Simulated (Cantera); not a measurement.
## Carbothermic reduction: Fe2O3 + CH4 + H2

Charge: 1 mol Fe2O3, 2.5 mol CH4, 4 mol H2, at 74.0 mbar.

Equilibrium computed with Cantera from the NASA thermochemical tables; the gas is ideal and each condensed phase is pure. Candidate condensed phases: C, C6H6, C7H8, C8H18, Fe, Fe(CO)5, FeO, Fe(OH)2, Fe(OH)3, Fe2O3, Fe3O4, H2O; 114 gas species. Kinetics and transport are ignored.

At 1150 K the condensed part is Fe(α). From 1200 K to 1650 K the condensed part is Fe(γ). From 1700 K to 1750 K the condensed part is Fe(δ).

| T (K) | x H2 | x CO | x H2O | x CO2 | n Fe(α) | n Fe(γ) | n Fe(δ) |
|---|---|---|---|---|---|---|---|
| 1150 | 0.747 | 0.209 | 0.0352 | 0.00829 | 2.00 | 0 | 0 |
| 1200 | 0.747 | 0.210 | 0.0361 | 0.00739 | 0 | 2.00 | 0 |
| 1250 | 0.746 | 0.211 | 0.0368 | 0.00665 | 0 | 2.00 | 0 |
| 1300 | 0.745 | 0.211 | 0.0375 | 0.00603 | 0 | 2.00 | 0 |
| 1350 | 0.745 | 0.212 | 0.0380 | 0.00550 | 0 | 2.00 | 0 |
| 1400 | 0.744 | 0.212 | 0.0384 | 0.00505 | 0 | 2.00 | 0 |
| 1450 | 0.744 | 0.213 | 0.0388 | 0.00467 | 0 | 2.00 | 0 |
| 1500 | 0.743 | 0.213 | 0.0391 | 0.00433 | 0 | 2.00 | 0 |
| 1550 | 0.743 | 0.213 | 0.0394 | 0.00405 | 0 | 2.00 | 0 |
| 1600 | 0.743 | 0.214 | 0.0397 | 0.00380 | 0 | 2.00 | 0 |
| 1650 | 0.742 | 0.214 | 0.0399 | 0.00358 | 0 | 2.00 | 0 |
| 1700 | 0.742 | 0.214 | 0.0401 | 0.00338 | 0 | 0 | 2.00 |
| 1750 | 0.742 | 0.214 | 0.0402 | 0.00321 | 0 | 0 | 2.00 |
x: gas mole fraction; n: condensed amount in mol.
